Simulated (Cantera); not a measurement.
Charge: 1 mol B2O3, 0.085 mol H2O, 150 mol H2, 0.1 mol NH3, equilibrated at 675 °C and 1.00 bar.

These are equilibrium values from Cantera (NASA tables, ideal gas, pure condensed phases), not measurements of a reactor. Candidate condensed phases: B, BN, B2O3, B3O3H3, H2O; 39 gas species. Gases not in the tables: H3BO3. The numbers say what is thermodynamically allowed, not how fast it happens.

Base state: H2 0.999, H2O 0.000656, N2 0.000295, NH3 1.43e-5 (mole fractions); condensed: BN(s) + B2O3(l).

Problem. What changes in the equilibrium state with this change: NH3 from 0.1 to 28 mol?

Solution. 
```
species         before     after
------------  --------  --------
H2               0.999     0.929
N2            0.000295    0.0668
H2O           0.000656   0.00372
NH3            1.43e-5  0.000194
BN(s), mol     0.00919     0.456
B2O3(l), mol     0.995     0.770
```
